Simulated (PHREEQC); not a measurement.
A solution holds 0.00098 mol HCl, 0.00011 mol CuSO4 and 0.0021 mol Na2SO4 per kg of water, at 5 °C. Closed to the air; pH follows from the charge balance.

Computed with PHREEQC (ion-association model, wateq4f.dat).

```json
[
 {"quantity": "pH", "before": "3.08", "after": "3.03"},
 {"quantity": "ionic strength (mol/kgw)", "before": "0.00742", "after": "0.00140"},
 {"quantity": "SO4-2 (mol/kgw)", "before": "0.00208", "after": "0.000103"},
 {"quantity": "Cu+2 (mol/kgw)", "before": "9.28e-5", "after": "0.000108"},
 {"quantity": "HSO4- (mol/kgw)", "before": "8.67e-5", "after": "5.59e-6"},
 {"quantity": "CuSO4 (mol/kgw)", "before": "1.72e-5", "after": "1.43e-6"},
 {"quantity": "SI of Chalcanthite (CuSO4:5H2O)", "before": "-4.29", "after": "-5.37"},
 {"quantity": "SI of Tenorite (CuO)", "before": "-6.44", "after": "-6.40"}
]
```

Q: Which change was made?
A. temperature from 5 to 65 °C
B. HCl from 0.00098 to 0.000196 mol/kgw
C. Na2SO4 left out
D. temperature from 5 to 70 °C

A: C, Na2SO4 left out

No solid was allowed to form. Constants without temperature data keep their 25 °C values here.
